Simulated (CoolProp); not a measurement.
The numbers come from the reference Helmholtz-energy equation of state, de Reuck 1993 in CoolProp.

Give the vapour pressure (kPa), liquid cp (kJ/(kg K)), vapour viscosity (µPa s), liquid conductivity (mW/(m K)) of saturated methanol at -6.35, 48.05, 79.05 °C.


```
T (°C)  p (kPa)  liquid cp (kJ/(kg K))  vapour viscosity (µPa s)  liquid conductivity (mW/(m K))
------  -------  ---------------------  ------------------------  ------------------------------
-6.35      2.69                   2.37                      8.64                             206
48.05      51.1                   2.69                      10.3                             196
79.05       175                   2.96                      11.2                             190
```

Viscosity comes from a separate model (Xiang 2006). Thermal conductivity comes from a separate model (Sykioti 2013).
